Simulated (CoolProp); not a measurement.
Saturation properties of toluene.

Values from CoolProp's reference Helmholtz-energy equation of state, Lemmon 2006. It is a short technical equation, of lower accuracy than the large ones.

```tsv
T (°C)	p (bar)	enthalpy of vaporisation (kJ/kg)	liquid cp (kJ/(kg K))	vapour Z	surface tension (mN/m)	vapour viscosity (µPa s)
91.45	0.5688	373.0	(withheld)	(withheld)	20.0	8.39
95.15	0.6395	(withheld)	1.945	0.9707	19.6	8.47
98.85	0.7169	368.3	1.959	(withheld)	19.2	8.55
102.55	0.8017	365.9	1.973	0.9656	(withheld)	8.63
106.25	0.8941	363.5	1.987	0.9629	18.4	8.71
109.95	0.9948	361.1	2.001	(withheld)	18.0	8.79
113.55	1.101	(withheld)	2.014	0.9571	17.6	8.86
117.25	1.219	356.3	2.028	0.9539	17.1	8.94
120.95	1.348	353.8	2.043	0.9505	16.7	9.02
```

Question: Complete the blanks.

Answer: 
- 91.45, liquid cp (kJ/(kg K)): 1.931
- 91.45, vapour Z: 0.9731
- 95.15, enthalpy of vaporisation (kJ/kg): 370.6
- 98.85, vapour Z: 0.9683
- 102.55, surface tension (mN/m): 18.8
- 109.95, vapour Z: 0.9600
- 113.55, enthalpy of vaporisation (kJ/kg): 358.7

It boils at 110.6 °C under 1 atm.

Viscosity comes from a separate model (Avgeri 2015). Surface tension comes from a separate correlation (Mulero 2012).
